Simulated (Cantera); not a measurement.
A Cantera script and what it prints.

```python
import numpy as np
import cantera as ct

gas_names = """
    H H2 N NH NH2 NH3 N2 N2H2 N2H4 Si SiH SiH2 SiH3 SiH4 SiN Si2 Si2N Si3
""".split()
cond_names = """
    Si(cr) Si(L) Si3N4(a)
""".split()


def load(file, names, dense=False):
    # The tables refer to 1 bar. Condensed volumes are neglected.
    table = {s.name: s for s in ct.Species.list_from_file(file)}
    out = []
    for n in names:
        d = dict(table[n].input_data)
        d["thermo"] = dict(d["thermo"], **{"reference-pressure": 1e5})
        if dense:
            d["equation-of-state"] = {"model": "constant-volume", "density": "1e6 g/cm^3"}
        out.append(ct.Species.from_dict(d))
    return out


gas = ct.Solution(thermo="ideal-gas", species=load("nasa_gas.yaml", gas_names))
cond = {s.name: ct.Solution(thermo="fixed-stoichiometry", species=[s], name=s.name)
        for s in load("nasa_condensed.yaml", cond_names, dense=True)}
atoms = {
    'Si3N4': {'Si': 3, 'N': 4},
    'H2': {'H': 2},
    'Si': {'Si': 1},
}
top_T = {'Si3N4(a)': 2400}  # K; cautious upper limits of use, not melting points


def equilibrate(T, P, feed):
    n = {}
    for name, mol in feed.items():
        for a, k in atoms[name].items():
            n[a] = n.get(a, 0.0) + k * mol
    gas.TPX = T, P, n
    mass = sum(n.values()) * gas.mean_molecular_weight
    gas.equilibrate("TP")
    valid = [c for c in cond.values() if c.min_temp <= T <= top_T.get(c.name, c.max_temp)]
    mix = ct.Mixture([(gas, mass / gas.mean_molecular_weight)] + [(c, 0.0) for c in valid])
    mix.T, mix.P = T, P
    mix.equilibrate("TP", solver="vcs", rtol=1e-11, max_steps=5000)
    return mix


results = []
T = 2123.15  # K
P = 57  # Pa
for m in [0.041, 0.069, 0.096, 0.12, 0.15, 0.18, 0.21, 0.23, 0.26]:
    feed = {'Si3N4': 1, 'H2': 4.5, 'Si': m}  # mol
    mix = equilibrate(T, P, feed)
    results.append((T, P, feed, dict(zip(mix.species_names, mix.species_moles))))

top = {s: max(r[3][s] / sum(r[3][g] for g in gas_names) for r in results) for s in gas_names}
cols = sorted((s for s in top if top[s] > 0.001), key=lambda s: -top[s])[:9]
seen = [c for c in cond_names if any(r[3].get(c, 0) > 1e-12 for r in results)]
print("log10 of partial pressures in bar; condensed amounts in mol")
print(f"{'n(Si)':>10s}" + "".join(f"{s[:9]:>10s}" for s in cols + seen))
for T, P, feed, n in results:
    ng = sum(n[g] for g in gas_names)
    print(f"{feed['Si']:10.4g}" + "".join(f"{np.log10(max(n[s] / ng * P / 1e5, 1e-99)):10.3f}" for s in cols)
          + "".join(f"{n.get(c, 0):10.4g}" for c in seen))
```

Output:

```
log10 of partial pressures in bar; condensed amounts in mol
     n(Si)        H2        Si        N2         H       Si2       SiH     Si(L)
     0.041    -3.638    -3.779    -3.942    -4.264    -5.653    -5.885         0
     0.069    -3.639    -3.777    -3.943    -4.264    -5.648    -5.883         0
     0.096    -3.640    -3.774    -3.944    -4.265    -5.643    -5.881         0
      0.12    -3.641    -3.772    -3.945    -4.266    -5.639    -5.879         0
      0.15    -3.643    -3.769    -3.946    -4.266    -5.633    -5.877         0
      0.18    -3.643    -3.769    -3.947    -4.266    -5.632    -5.877   0.02627
      0.21    -3.643    -3.769    -3.947    -4.266    -5.632    -5.877   0.05627
      0.23    -3.643    -3.769    -3.947    -4.266    -5.632    -5.877   0.07627
      0.26    -3.643    -3.769    -3.947    -4.266    -5.632    -5.877    0.1063
```

Equilibrium computed with Cantera from the NASA thermochemical tables; the gas is ideal and each condensed phase is pure. The tables' values for SiN are old estimates; treat these amounts as uncertain. Gases not in the tables: Si2H6 and higher silanes.
